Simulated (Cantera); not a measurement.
Feed: 1 mol Si, 7.8 mol Cl2, 8.4 mol HF, equilibrated at 0.100 bar.

These are equilibrium values from Cantera (NASA tables, ideal gas, pure condensed phases), not measurements of a reactor. Candidate condensed phases: Si; 37 gas species. Rates play no part. All values below are at 850 °C.

Base state: Cl2 0.379, HF 0.289, HCl 0.263, SiF4 0.0657, Cl 0.00390 (mole fractions); condensed: gas only.

What changes in the equilibrium state with this change: Cl2 from 7.8 to 0.9 mol?


```json
[
 {"species": "HF", "before": "0.289", "after": "0.530"},
 {"species": "HCl", "before": "0.263", "after": "0.217"},
 {"species": "H2", "before": "<1e-9", "after": "0.133"},
 {"species": "Cl2", "before": "0.379", "after": "<1e-9"},
 {"species": "SiF4", "before": "0.0657", "after": "0.120"},
 {"species": "Cl", "before": "0.00390", "after": "7.13e-8"}
]
```
